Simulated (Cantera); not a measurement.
Cantera run, input and output.

```python
import numpy as np
import cantera as ct

gas = ct.Solution("gri30.yaml")
gas.TPX = 325, 500000, {'C3H8': 1, 'O2': 5, 'N2': 15.5, 'CO2': 0.57}
flame = ct.FreeFlame(gas, width=0.013)
flame.set_refine_criteria(ratio=3, slope=0.08, curve=0.16)
flame.transport_model = "mixture-averaged"
flame.solve(loglevel=0, auto=True)
z, T = flame.grid, flame.T
thick = (T[-1] - T[0]) / np.gradient(T, z).max()
show = ['C3H8', 'O2', 'CO2', 'CH3', 'H', 'NO']
print(f"laminar burning velocity  {flame.velocity[0] * 100:.3f} cm/s")
print(f"burnt temperature         {T[-1]:.1f} K")
print(f"thermal thickness         {thick * 1e3:.4f} mm")
print(f"grid points               {len(z)}")
z0 = z[flame.heat_release_rate.argmax()]
print(f"{'z/mm':>9s}{'T/K':>9s}{'u/(m/s)':>9s}" + "".join(f"{s:>11s}" for s in show))
rows = []
for k in (-3, -2, -1.5, -1, -0.5, -0.25, 0, 0.25, 0.5, 1, 2, 4, 8):
    zz = z0 + k * thick
    rows.append([k * thick, np.interp(zz, z, T), np.interp(zz, z, flame.velocity),
                 *(np.interp(zz, z, flame.X[gas.species_index(s)]) for s in show)])
    print(f"{rows[-1][0] * 1e3:9.3f}{rows[-1][1]:9.1f}{rows[-1][2]:9.3f}" + "".join(f"{x:11.3e}" for x in rows[-1][3:]))
```

Output:

```
laminar burning velocity  43.937 cm/s
burnt temperature         2429.8 K
thermal thickness         0.0797 mm
grid points               151
     z/mm      T/K  u/(m/s)       C3H8         O2        CO2        CH3          H         NO
   -0.239    325.0    0.440  4.529e-02  2.264e-01  2.582e-02  3.348e-12  2.758e-19  3.295e-11
   -0.159    325.8    0.441  4.525e-02  2.261e-01  2.579e-02  5.940e-11  5.573e-17  6.572e-10
   -0.120    330.5    0.448  4.517e-02  2.253e-01  2.576e-02  4.575e-10  9.121e-15  4.553e-09
   -0.080    382.1    0.522  4.470e-02  2.196e-01  2.592e-02  2.508e-08  2.537e-11  6.716e-08
   -0.040    825.4    1.161  3.449e-02  1.739e-01  3.132e-02  7.060e-05  4.192e-06  2.057e-06
   -0.020   1306.7    1.895  1.418e-02  1.222e-01  4.205e-02  1.067e-03  1.809e-04  6.500e-06
    0.000   1769.6    2.620  4.518e-04  6.834e-02  6.051e-02  1.188e-03  1.880e-03  1.326e-05
    0.020   1982.0    2.930  2.376e-07  3.940e-02  8.085e-02  1.347e-04  3.869e-03  2.256e-05
    0.040   2068.0    3.038  1.743e-11  2.864e-02  9.574e-02  7.109e-06  4.283e-03  3.015e-05
    0.080   2165.7    3.156  1.162e-17  2.150e-02  1.100e-01  2.720e-08  3.538e-03  3.984e-05
    0.159   2264.5    3.279  2.955e-26  1.651e-02  1.195e-01  3.368e-12  2.205e-03  5.382e-05
    0.319   2345.6    3.379  6.821e-37  1.251e-02  1.266e-01  4.839e-15  1.218e-03  7.571e-05
    0.637   2398.0    3.442 -4.915e-39  9.699e-03  1.319e-01  1.685e-15  7.348e-04  1.098e-04
```

Computed with Cantera and GRI-Mech 3.0 (53 species, 325 reactions). GRI-Mech 3.0 was tuned for natural gas; its chemistry of propane as a main component is partial and can be far from experiment. Burning velocities carry a grid error of a few per cent, more on coarse grids.
